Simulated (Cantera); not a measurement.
A diamond (100) surface in a fixed gas of H2 with x(CH4) = 0.013, x(H) = 0.0089, x(CH3) = 0.00027, 26000 Pa; coverages are run to steady state.

Detailed kinetics in Cantera: the Harris–Goodwin 1993 mechanism for the reconstructed diamond (100) surface.

One state of this run: growth (µm/h) = 48.6; θ c6HH = 0.393; θ c6H* = 0.0467; θ c6*H = 0.514; θ c6** = 0.0406; θ c6HM = 0.00295. θ: site fractions in the mechanism's names (c6HH fully hydrogenated, c6H* and c6*H radical sites, c6** diradical, c6HM methylated).

Task: Which value of T (K) does it belong to?
A. 1200
B. 1275
C. 1050
D. 1350

Result: B, 1275
